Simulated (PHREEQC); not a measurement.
Consider water at 25 °C with 0.14 mmol/kgw NaOH. Closed to the air; pH follows from the charge balance.

The numbers come from PHREEQC with the ion-association model, wateq4f.dat.

```json
{
  "pH": "10.14",
  "ionic_strength": "0.000140 mol/kgw",
  "total_alkalinity": "0.140 meq/kg"
}
```

```csv
species,molality,activity,log γ
OH-,0.000140,0.000138,-0.006
Na+,0.000140,0.000138,-0.006
```

This is a speciation only: nothing precipitates in the calculation. Species that the database lacks are ignored.
